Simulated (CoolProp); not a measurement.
A closed Brayton cycle with carbon dioxide: compressor inlet 308.15 K and 9.6 MPa, high pressure 19.1 MPa, turbine inlet 620 K, compressor efficiency 0.8, turbine efficiency 0.85, recuperator effectiveness 0.8 (on enthalpy, no pinch check). Each further row changes one setting.

Values from CoolProp's reference Helmholtz-energy equation of state, Span 1996.

```
case                           thermal efficiency (%)  net work (kJ/kg)  compressor to turbine work  compressor exit (K)  turbine exit (K)
-----------------------------  ----------------------  ----------------  --------------------------  -------------------  ----------------
as stated                                        20.4              46.1                        0.26                326.0             551.7
turbine inlet 570 K                              18.9              39.4                        0.29                326.0             504.1
compressor inlet 318.15 K                        19.1               ___                         ___                355.8             551.7
high pressure 16.2 MPa                           18.3              36.9                         ___                  ___             568.0
recuperator effectiveness 0.5                    14.4              46.1                        0.26                326.0             551.7
```

### Question
Fill in the missing entries.

### Answer

- compressor inlet 318.15 K, net work (kJ/kg): 38.8
- compressor inlet 318.15 K, compressor to turbine work: 0.38
- high pressure 16.2 MPa, compressor to turbine work: 0.24
- high pressure 16.2 MPa, compressor exit (K): 321.2
